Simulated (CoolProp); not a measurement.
The fluid at 314.45 K and 5.51 MPa (liquid) is heated at constant pressure to 371 K. The same conditions are run with several fluids, on thermodynamics alone (safety and materials aside).

The numbers come from the reference Helmholtz-energy equation of state of each fluid (carbonyl sulfide: Lemmon 2006; cyclopentane: Gedanitz 2015; R142b: Lemmon 2006; ammonia: Gao 2020; R1132(E): Akasaka 2024) in CoolProp.

```
fluid             heat (kJ/kg)    final phase  final density (kg/m³)
----------------  ------------  -------------  ---------------------
carbonyl sulfide           206            gas                    219
cyclopentane               114         liquid                    671
R142b                     80.2         liquid                    924
ammonia                   1080            gas                   45.3
R1132(E)                   217  supercritical                    188
```
